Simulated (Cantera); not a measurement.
A closed system holds: 1 mol BN, 1.9 mol F2, 0.84 mol N2, held at 1325 °C and 113 Torr.

These are equilibrium values from Cantera (NASA tables, ideal gas, pure condensed phases), not measurements of a reactor. Candidate condensed phases: B, BN; 13 gas species. The numbers say what is thermodynamically allowed, not how fast it happens.

### Question
What is the equilibrium state?

### Answer
| Property | Value |
|---|---|
| x(N2) | 0.427 |
| x(BF3) | 0.319 |
| x(F) | 0.254 |
| x(F2) | 0.000571 |
| gas amount | 3.138 mol |
| log10 activity of B(s) (absent) | -29.13 |
